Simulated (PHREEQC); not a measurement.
Make-up at 13 °C: 0.0072 mol/kgw HF. Closed to the air; pH follows from the charge balance.

Equilibrium calculation in PHREEQC: ion-association model, phreeqc.dat.

No solid was allowed to form.

Problem. Order these F species by the share of F that they hold, largest first: F-, HF, HF2-.

Solution. HF (70 %), F- (29 %), HF2- (1.0 %)

The pH is 2.69 and the ionic strength 0.00215 mol/kgw. Away from 25 °C the constants follow the database's enthalpies or fits; those with neither stay at their 25 °C values.
